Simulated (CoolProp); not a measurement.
R113 at 349.43 K and 15.7 MPa is throttled through a valve to 4.15 MPa with no heat exchange. Each further row changes one setting.

The numbers come from the reference Helmholtz-energy equation of state, Marx 1992 in CoolProp.

```tsv
case	temperature change (K)	final density (kg/m³)
as stated	+3.7	1440
outlet pressure 1.25 MPa	+4.4	1430
outlet pressure 5.4 MPa	+3.3	1450
```
